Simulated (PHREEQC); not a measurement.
Consider water at 25 °C with 0.075 mol/kgw H2SO4, 0.0009 mol/kgw FeCl3 and 0.1 mol/kgw MgCl2. Closed to the air; pH follows from the charge balance.

All values are PHREEQC results (ion-association model, wateq4f.dat), not measurements.

Precipitation was switched off in this run.

Task: Estimate the pH, ionic strength, activity of water.

Result: pH 1.07; ionic strength 0.370 mol/kgw; activity of water 0.992.

Task: In which forms is Mg present?

Result: Mg+2 82 %, MgSO4 18 % of the Mg.

Examples of supersaturated solids here: Hematite (slow to form). Others may be too. Species that the database lacks are ignored.
